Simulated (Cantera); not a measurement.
Mixture: CO : H2 : O2 : N2 = 1 : 0.041 : 0.289 : 1.09 (molar parts), at 100000 Pa, adiabatic and at constant pressure. Ignition delay is the time to a rise of 400 K.

Detailed kinetics in Cantera: GRI-Mech 3.0 (53 species, 325 reactions). Where the delays flatten at high temperature, the 400 K rule measures the pace of heat release, not the induction time.

Problem. What does this change do: pressure from 100000 Pa to 53000 Pa?

Solution. 
| quantity | before | after |
|---|---|---|
| delay at 1225 K | 0.141 ms | 0.292 ms |
| delay at 1325 K | 0.105 ms | 0.236 ms |
| delay at 1425 K | 88.1 µs | 0.214 ms |
| delay at 1525 K | 80.2 µs | 0.210 ms |
| delay at 1625 K | 77.8 µs | 0.216 ms |

Problem. What does this change do: constant volume in place of constant pressure?

Solution. 
```
quantity           before     after
---------------  --------  --------
delay at 1225 K  0.141 ms  0.124 ms
delay at 1325 K  0.105 ms   88.2 µs
delay at 1425 K   88.1 µs   70.5 µs
delay at 1525 K   80.2 µs   61.1 µs
delay at 1625 K   77.8 µs   56.6 µs
```
